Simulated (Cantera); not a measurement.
**Ammonia decomposition in nitride growth gas**

A perfectly stirred reactor is fed with NH₃ : H₂ = 1 : 0.1 (molar parts), at 16.5 Torr; it is held at 2125 K, and followed from long to short residence time.

Cantera simulation using the gas-phase N/H chemistry of the illustrative SiF4/NH3 mechanism in the Surface Chemkin manual (1991); the numbers are that mechanism's predictions, not measurements. Walls and surfaces, which speed up NH3 decomposition in real reactors, are not modelled.

```csv
τ (s),x NH₃,x H₂,x N,x N₂H₂,x N₂
0.34,0.348,0.504,2.86e-6,5.03e-6,0.146
0.17,0.502,0.390,2.59e-6,8.19e-6,0.106
0.084,0.650,0.281,2.20e-6,1.18e-5,0.0671
0.041,0.763,0.197,1.78e-6,1.49e-5,0.0374
0.021,0.829,0.148,1.44e-6,1.65e-5,0.0200
0.010,0.871,0.118,1.13e-6,1.65e-5,0.00909
0.0050,0.891,0.103,8.83e-7,1.46e-5,0.00390
0.0025,0.901,0.0957,6.10e-7,1.06e-5,0.00137
0.0012,0.906,0.0924,2.86e-7,4.97e-6,0.000295
0.00061,0.908,0.0914,8.02e-8,1.49e-6,4.15e-5
0.00030,0.908,0.0911,1.29e-8,3.16e-7,3.74e-6
```
x: mole fraction; the columns are a selection and need not sum to one.
